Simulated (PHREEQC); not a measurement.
## Ultrapure water in contact with air or piping: an equilibrium model

A made-up water analysis in mg/kgw, 25 °C, pH 5.62, pe 0.4: Na 0.121; K 0.041; Ca 0.0506; Mg 0.0248; Cl 0.0643; S(6) as SO4 0.205; Alkalinity as HCO3 0.28; N(-3) as NH4 5.38e-05; Ba 0.00279; Si as SiO2 0.018; Li 3.43e-05.

Valence states are taken as typed.

All values are PHREEQC results (ion-association model, wateq4f.dat), not measurements.

Each row changes one thing in this solution. This is a speciation only: nothing precipitates in the calculation.

| case | ionic strength (mol/kgw) | CO2 (mol/kgw) | HCO3- (mol/kgw) | CaSO4 (mol/kgw) | MgSO4 (mol/kgw) | HSO4- (mol/kgw) | SI of Quartz (SiO2) |
|---|---|---|---|---|---|---|---|
| as made | 1.76e-5 | 3.75e-5 | 6.99e-6 | 5.16e-10 | 4.90e-10 | 4.90e-10 | -2.54 |
| temperature from 25 to 55 °C at the same typed pH | 1.76e-5 | 3.22e-5 | 6.97e-6 | 6.64e-10 | 9.85e-10 | 1.01e-9 | -2.94 |
| all concentrations times 3 at the same typed pH | 4.81e-5 | 8.66e-5 | 1.62e-5 | 4.53e-9 | 4.29e-9 | 1.46e-9 | -2.07 |
| Mg from 0.0248 to 0.0496 mg/kgw | 1.97e-5 | 3.75e-5 | 7.00e-6 | 5.15e-10 | 9.78e-10 | 4.90e-10 | -2.54 |

Constants without temperature data keep their 25 °C values here.
